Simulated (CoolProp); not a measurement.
Tetrahydrofuran along the isobar 0.101 MPa: fugacity coefficient from the reference equation and from simpler models built on Tc = 267.0 °C, pc = 5.304 MPa, ω = 0.234; each cubic takes its own stable root.

Computed with CoolProp (reference Helmholtz-energy equation of state, Fiedler 2023).

```csv
T (°C),phase,reference
-96.95,liquid,9.554e-6
-84.65,liquid,5.259e-5
-72.35,liquid,0.0002283
-60.05,liquid,0.0008170
-47.75,liquid,0.002491
-35.35,liquid,0.006695
-23.05,liquid,0.01595
-10.75,liquid,0.03452
1.55,liquid,0.06886
13.85,liquid,0.1280
```

**Question.** How far does each simpler model (van der Waals, Redlich-Kwong, Soave-Redlich-Kwong, Peng-Robinson) lie from the reference over these 10 states: mean and median of the absolute difference, and the worst?

**Answer.** 
- van der Waals: mean 70876.5 %, median 11806.5 %, worst +430923.7 % at -96.95 °C and 0.101 MPa
- Redlich-Kwong: mean 151.6 %, median 157.7 %, worst +181.8 % at -84.65 °C and 0.101 MPa
- Soave-Redlich-Kwong: mean 3.5 %, median 4.0 %, worst +4.9 % at -96.95 °C and 0.101 MPa
- Peng-Robinson: mean 15.7 %, median 10.7 %, worst +46.4 % at -96.95 °C and 0.101 MPa

At some of these states van der Waals gives the other phase, because its saturation line lies elsewhere.
